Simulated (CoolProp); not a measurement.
A closed Brayton cycle with carbon dioxide: compressor inlet 311.15 K and 9.6 MPa, high pressure 31.5 MPa, turbine inlet 770 K, compressor efficiency 0.85, turbine efficiency 0.9, recuperator effectiveness 0.8 (on enthalpy, no pinch check). Each further row changes one setting.

Values from CoolProp's reference Helmholtz-energy equation of state, Span 1996.

```json
[
 {"case": "as stated", "thermal efficiency (%)": "…", "net work (kJ/kg)": "106", "compressor to turbine work": "0.25", "compressor exit (K)": "350.4", "turbine exit (K)": "633.6"},
 {"case": "turbine inlet 720 K", "thermal efficiency (%)": "…", "net work (kJ/kg)": "…", "compressor to turbine work": "0.27", "compressor exit (K)": "350.4", "turbine exit (K)": "588.4"},
 {"case": "compressor inlet 321.15 K", "thermal efficiency (%)": "…", "net work (kJ/kg)": "90.4", "compressor to turbine work": "0.36", "compressor exit (K)": "397.7", "turbine exit (K)": "633.6"},
 {"case": "high pressure 26.8 MPa", "thermal efficiency (%)": "…", "net work (kJ/kg)": "95.7", "compressor to turbine work": "0.23", "compressor exit (K)": "344.1", "turbine exit (K)": "651.6"},
 {"case": "recuperator effectiveness 0.5", "thermal efficiency (%)": "…", "net work (kJ/kg)": "106", "compressor to turbine work": "0.25", "compressor exit (K)": "350.4", "turbine exit (K)": "633.6"}
]
```

Task: Complete the blanks.

Result: 
- as stated, thermal efficiency (%): 31.4
- turbine inlet 720 K, thermal efficiency (%): 29.9
- turbine inlet 720 K, net work (kJ/kg): 94.9
- compressor inlet 321.15 K, thermal efficiency (%): 30.0
- high pressure 26.8 MPa, thermal efficiency (%): 29.7
- recuperator effectiveness 0.5, thermal efficiency (%): 24.0
